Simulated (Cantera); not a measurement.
Input (Python, Cantera) and output of one run.

```python
import numpy as np
import cantera as ct

gas_names = """
    CL CL2 H HCL H2 Si SiCL SiCL2 SiCL3 SiCL4 SiH SiHCL3 SiH2 SiH2CL2 SiH3 SiH3CL SiH4 Si2 Si3
""".split()
cond_names = """
    Si(cr) Si(L)
""".split()


# ... load() reads the species with a 1 bar reference pressure and builds the phases ...
atoms = {
    'SiH2Cl2': {'Si': 1, 'H': 2, 'CL': 2},
    'HCl': {'H': 1, 'CL': 1},
    'H2': {'H': 2},
}
top_T = {}  # K; cautious upper limits of use, not melting points


# ... equilibrate(T, P, feed) seeds the gas with the atoms and calls Mixture.equilibrate('TP', solver="gibbs", rtol=1e-10, max_steps=50000) ...
results = []
feed = {'SiH2Cl2': 1, 'HCl': 0.051, 'H2': 16}  # mol
P = 1000  # Pa
for T in [1023, 1048, 1073, 1098, 1123, 1148, 1173, 1198, 1223, 1248, 1273, 1298, 1323]:
    mix = equilibrate(T, P, feed)
    results.append((T, P, feed, dict(zip(mix.species_names, mix.species_moles))))
    x = sorted(zip(gas.X, gas.species_names), reverse=True)
    print(f"T = {T:g} K  P = {P:g} Pa  gas = {mix.phase_moles(0):.4g} mol")
    print("   x: " + "  ".join(f"{s} {v:.3e}" for v, s in x if v > 1e-06))
    print("   condensed (mol): " + ("  ".join(f"{mix.phase(i).name} {mix.phase_moles(i):.4g}"
          for i in range(1, mix.n_phases) if mix.phase_moles(i) > 1e-12) or "none"))
```

It prints:

```
T = 1023 K  P = 1000 Pa  gas = 17.66 mol
   x: H2 9.471e-01  HCL 2.878e-02  SiCL4 1.667e-02  SiHCL3 4.643e-03  SiCL2 1.555e-03  SiCL3 1.108e-03  SiH2CL2 1.431e-04  SiH3CL 1.137e-06
   condensed (mol): Si(cr) 0.5739
T = 1048 K  P = 1000 Pa  gas = 17.7 mol
   x: H2 9.428e-01  HCL 3.409e-02  SiCL4 1.502e-02  SiHCL3 4.250e-03  SiCL2 2.295e-03  SiCL3 1.372e-03  SiH2CL2 1.368e-04  SiH3CL 1.146e-06
   condensed (mol): Si(cr) 0.5916
T = 1073 K  P = 1000 Pa  gas = 17.73 mol
   x: H2 9.382e-01  HCL 3.972e-02  SiCL4 1.319e-02  SiHCL3 3.817e-03  SiCL2 3.273e-03  SiCL3 1.643e-03  SiH2CL2 1.289e-04  SiH3CL 1.144e-06
   condensed (mol): Si(cr) 0.609
T = 1098 K  P = 1000 Pa  gas = 17.77 mol
   x: H2 9.334e-01  HCL 4.552e-02  SiCL4 1.122e-02  SiCL2 4.506e-03  SiHCL3 3.349e-03  SiCL3 1.897e-03  SiH2CL2 1.195e-04  SiH3CL 1.131e-06
   condensed (mol): Si(cr) 0.6251
T = 1123 K  P = 1000 Pa  gas = 17.82 mol
   x: H2 9.285e-01  HCL 5.126e-02  SiCL4 9.201e-03  SiCL2 5.978e-03  SiHCL3 2.858e-03  SiCL3 2.104e-03  SiH2CL2 1.087e-04  SiH3CL 1.105e-06
   condensed (mol): Si(cr) 0.6392
T = 1148 K  P = 1000 Pa  gas = 17.86 mol
   x: H2 9.238e-01  HCL 5.669e-02  SiCL2 7.632e-03  SiCL4 7.228e-03  SiHCL3 2.363e-03  SiCL3 2.235e-03  SiH2CL2 9.676e-05  SiH3CL 1.067e-06
   condensed (mol): Si(cr) 0.6508
T = 1173 K  P = 1000 Pa  gas = 17.9 mol
   x: H2 9.194e-01  HCL 6.153e-02  SiCL2 9.367e-03  SiCL4 5.421e-03  SiCL3 2.269e-03  SiHCL3 1.888e-03  SiH2CL2 8.414e-05  H 1.131e-06  SiH3CL 1.018e-06
   condensed (mol): Si(cr) 0.6594
T = 1198 K  P = 1000 Pa  gas = 17.93 mol
   x: H2 9.157e-01  HCL 6.560e-02  SiCL2 1.106e-02  SiCL4 3.879e-03  SiCL3 2.203e-03  SiHCL3 1.457e-03  SiH2CL2 7.149e-05  H 1.819e-06
   condensed (mol): Si(cr) 0.6651
T = 1223 K  P = 1000 Pa  gas = 17.96 mol
   x: H2 9.127e-01  HCL 6.878e-02  SiCL2 1.261e-02  SiCL4 2.659e-03  SiCL3 2.051e-03  SiHCL3 1.089e-03  SiH2CL2 5.947e-05  H 2.873e-06
   condensed (mol): Si(cr) 0.6682
T = 1248 K  P = 1000 Pa  gas = 17.99 mol
   x: H2 9.105e-01  HCL 7.110e-02  SiCL2 1.394e-02  SiCL3 1.844e-03  SiCL4 1.760e-03  SiHCL3 7.937e-04  SiH2CL2 4.864e-05  H 4.456e-06
   condensed (mol): Si(cr) 0.6693
T = 1273 K  P = 1000 Pa  gas = 18.01 mol
   x: H2 9.089e-01  HCL 7.268e-02  SiCL2 1.503e-02  SiCL3 1.615e-03  SiCL4 1.137e-03  SiHCL3 5.683e-04  SiH2CL2 3.932e-05  H 6.799e-06
   condensed (mol): Si(cr) 0.6689
T = 1298 K  P = 1000 Pa  gas = 18.02 mol
   x: H2 9.079e-01  HCL 7.368e-02  SiCL2 1.591e-02  SiCL3 1.389e-03  SiCL4 7.247e-04  SiHCL3 4.030e-04  SiH2CL2 3.158e-05  H 1.021e-05
   condensed (mol): Si(cr) 0.6674
T = 1323 K  P = 1000 Pa  gas = 18.03 mol
   x: H2 9.072e-01  HCL 7.425e-02  SiCL2 1.662e-02  SiCL3 1.182e-03  SiCL4 4.597e-04  SiHCL3 2.849e-04  SiH2CL2 2.530e-05  H 1.510e-05  CL 1.037e-06
   condensed (mol): Si(cr) 0.6653
```

Method: chemical equilibrium by Gibbs-energy minimisation in Cantera with the NASA 1993 tables (ideal gas, pure condensed phases). The tables' values for SiCl3 are old estimates; treat these amounts as uncertain.
